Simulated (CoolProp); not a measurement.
Vapour-liquid equilibrium of n-heptane (1) + toluene (2) at 2.23 bar; x and y are mole fractions of (1).

Values from CoolProp's multi-fluid Helmholtz-energy mixture model, Span 2003 and Lemmon 2006; pair parameters Bell 2016.

| x | bubble temperature (K) | y at the bubble point | dew temperature at overall composition x (K) | liquid density (mol/L) |
|---|---|---|---|---|
| 0.05 | 412.5 | 0.082 | 413.1 | 7.966 |
| 0.125 | 410.4 | 0.189 | 411.6 | 7.758 |
| 0.2 | 408.8 | 0.280 | 410.2 | 7.557 |
| 0.275 | 407.4 | 0.361 | 408.8 | 7.363 |
| 0.35 | 406.2 | 0.434 | 407.5 | 7.176 |
| 0.425 | 405.2 | 0.503 | 406.3 | 6.997 |
| 0.5 | 404.3 | 0.568 | 405.2 | 6.825 |
| 0.575 | 403.5 | 0.632 | 404.2 | 6.660 |
| 0.65 | 402.9 | 0.695 | 403.4 | 6.501 |
| 0.725 | 402.3 | 0.758 | 402.6 | 6.349 |
| 0.8 | 401.8 | 0.823 | 402.0 | 6.203 |
| 0.875 | 401.4 | 0.888 | 401.5 | 6.062 |
| 0.95 | 401.1 | 0.955 | 401.1 | 5.927 |

No azeotrope shows between x = 0.05 and 0.95.

Pair parameters are fitted to limited data, so mixtures are less certain than the pure fluids.
